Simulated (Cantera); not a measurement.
Input: 1 mol FeS₂, 3.8 mol SO₂, 0.15 mol H₂O, held at 1148.15 K and 2700 Torr.

These are equilibrium values from Cantera (NASA tables, ideal gas, pure condensed phases), not measurements of a reactor. Candidate condensed phases: Fe, FeO, Fe(OH)₂, Fe(OH)₃, FeS, FeSO₄, FeS₂, Fe₂O₃, Fe₂(SO₄)₃, Fe₃O₄, H₂O, H₂SO₄, S; 22 gas species. FeS: taken at fixed stoichiometry. Gases not in the tables: S₃ to S₇. Rates play no part.

Base state: SO₂ 0.852, S₂ 0.101, H₂O 0.0313, S₂O 0.0125, H₂S 0.00241, SO 0.000165, H₂ 0.000119 (mole fractions); condensed: FeS(s).

Task: What changes in the equilibrium state with this change: temperature from 1148.15 K to 1525 K?

Result: 
| species | before | after |
|---|---|---|
| SO₂ | 0.852 | 0.849 |
| S₂ | 0.101 | 0.102 |
| H₂O | 0.0313 | 0.0316 |
| SO | 0.000165 | 0.00381 |
| S₂O | 0.0125 | 0.0114 |
| SH | 9.05e-6 | 0.000152 |
| H₂ | 0.000119 | 0.000713 |
| H₂S | 0.00241 | 0.00139 |
| FeS(s), mol | 1.00 | 0 |
| FeS(l), mol | 0 | 1.000 |

Task: What changes in the equilibrium state with this change: FeS₂ replaced by MgCO₃?

Result: 
| species | before | after |
|---|---|---|
| SO₂ | 0.852 | 0.768 |
| CO₂ | 0 | 0.202 |
| H₂O | 0.0313 | 0.0303 |
| S₂ | 0.101 | 6.50e-9 |
| S₂O | 0.0125 | 4.80e-8 |
| H₂S | 0.00241 | 9.90e-9 |
| CO | 0 | 1.52e-5 |
| FeS(s), mol | 1.00 | 0 |
| MgO(s), mol | 0 | 1.00 |
Further candidate phases: C, C₆H₆, C₇H₈, C₈H₁₈, Mg, MgCO₃, MgO, Mg(OH)₂, MgS, MgSO₄.
